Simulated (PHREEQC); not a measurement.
Make-up at 25 °C: 0.029 mol/kgw NH4BF4. It is in equilibrium with CO2 at log p = -3.5 (atm). Otherwise closed; pH follows from the charge balance.

The numbers come from PHREEQC with the ion-association model, phreeqc.dat.

No solid was allowed to form.

Task: Order these F species by the share of F that they hold, largest first: BF2(OH)2-, BF4-, HF, F-, BF3OH-.

Result: BF4- (87 %), BF3OH- (4.8 %), HF (4.3 %), F- (2.4 %), BF2(OH)2- (0.87 %)

Task: Order these B species by the share of B that they hold, largest first: H3BO3, BF2(OH)2-, BF4-, BF3OH-.

Result: BF4- (87 %), BF3OH- (6.4 %), H3BO3 (4.3 %), BF2(OH)2- (1.7 %)

The pH is 2.85 and the ionic strength 0.0306 mol/kgw. Complexes and solids missing from the database can't appear. Real BF4- forms and hydrolyses slowly; the run takes it at equilibrium.
